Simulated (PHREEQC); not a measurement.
1 kg of water holding 0.0034 mol/kgw MgCl2, 0.18 mol/kgw CaCl2, 0.61 mol/kgw NaCl, 0.2 mol/kgw SrCl2 and 0.0047 mol/kgw KCl is evaporated at 15 °C; the solids stay in contact with the brine. The system is closed to CO2. Only these solids could form: Bischofite, Brucite, Carnallite, Halite, Portlandite, Sylvite, MgCl2_4H2O.

Model: Pitzer model, pitzer.dat, run in PHREEQC.

```
water left (kg)  ionic strength  water activity  Halite (mol)  Ca in solution (mol/kgw)
---------------  --------------  --------------  ------------  ------------------------
1                          1.76           0.960             0                     0.180
0.8219                        …           0.950             0                     0.219
0.6755                     2.61           0.938             0                     0.266
0.5552                     3.18               …             0                     0.324
0.4563                     3.87               …             0                     0.394
0.375                      4.71           0.873             0                     0.480
0.3082                     5.73               …             0                     0.584
0.2533                     6.97           0.789             0                     0.710
0.2082                     8.48           0.726             0                     0.864
0.1711                     9.37           0.698         0.162                      1.05
0.1407                     10.2               …         0.326                      1.28
0.1156                     11.4               …         0.447                      1.56
0.09502                    13.0           0.585             …                      1.89
0.07809                    15.2           0.503         0.577                      2.31
```

What belongs in the gaps?


- 0.8219, ionic strength: 2.15
- 0.5552, water activity: 0.922
- 0.4563, water activity: 0.901
- 0.3082, water activity: 0.837
- 0.1407, water activity: 0.675
- 0.1156, water activity: 0.640
- 0.09502, Halite (mol): 0.530

Species that the database lacks are ignored.
